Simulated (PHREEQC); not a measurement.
# Reverse-osmosis permeate (model solution)

A made-up water analysis in mg/L, 25 °C, pH 6.97, pe 12: Na 0.163; K 4.44; Ca 0.587; Mg 0.414; Cl 3.18; S(6) as SO4 2.71; Alkalinity as HCO3 2.41; Br 0.00788; Ni 0.0368; Pb 1.2; Zn 0.0118; Ba 0.241.

Valence states are taken as typed.

All values are PHREEQC results (ion-association model, wateq4f.dat), not measurements.

Each row changes one thing in this solution. This is a speciation only: nothing precipitates in the calculation.

```tsv
case	CO2 (mol/kgw)	Pb+2 (mol/kgw)	PbCO3 (mol/kgw)	PbOH+ (mol/kgw)	PbHCO3+ (mol/kgw)	MgSO4 (mol/kgw)	SI of Cerrusite (PbCO3)	SI of Pb(OH)2 (Pb(OH)2)
as made	8.64e-6	3.94e-6	9.99e-7	6.78e-7	1.06e-7	9.58e-8	-0.11	+0.35
pH from 6.97 to 6.67 at the same alkalinity	?	4.59e-6	6.03e-7	?	1.28e-7	9.57e-8	-0.33	-0.18
K from 4.44 to 2.22 mg/L	8.65e-6	3.93e-6	1.00e-6	?	1.06e-7	9.66e-8	-0.11	+0.35
temperature from 25 to 5 °C at the same typed pH	1.29e-5	4.23e-6	?	7.29e-7	1.17e-7	?	-0.04	-0.35
```

Question: Some entries are withheld; supply them.

Answer: 
- pH from 6.97 to 6.67 at the same alkalinity, CO2 (mol/kgw): 1.79e-5
- pH from 6.97 to 6.67 at the same alkalinity, PbOH+ (mol/kgw): 3.96e-7
- K from 4.44 to 2.22 mg/L, PbOH+ (mol/kgw): 6.80e-7
- temperature from 25 to 5 °C at the same typed pH, PbCO3 (mol/kgw): 6.52e-7
- temperature from 25 to 5 °C at the same typed pH, MgSO4 (mol/kgw): 5.56e-8

Complexes and solids missing from the database can't appear. Some of these states are supersaturated (in Pb(OH)2, for instance). Away from 25 °C the constants follow the database's enthalpies or fits; those with neither stay at their 25 °C values.
